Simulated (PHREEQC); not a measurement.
Dissolve 0.001 mol/kgw (CH3)4NF, 3.2e-05 mol/kgw HBr, 0.042 mol/kgw ZnCl2 and 0.05 mol/kgw CsCl at 25 °C. Closed to the air; pH follows from the charge balance.

The numbers come from PHREEQC with the ion-association model, wateq4f.dat.

No solid was allowed to form.

Task: Order these F species by the share of F that they hold, largest first: ZnF+, F-, HF.

Result: F- (84 %), ZnF+ (15 %), HF (1.5 %)

The pH is 4.78 and the ionic strength 0.167 mol/kgw. Species that the database lacks are ignored. (CH3)4N+ isn't in the database: it is added as a free cation with an ion size of 4 Å.
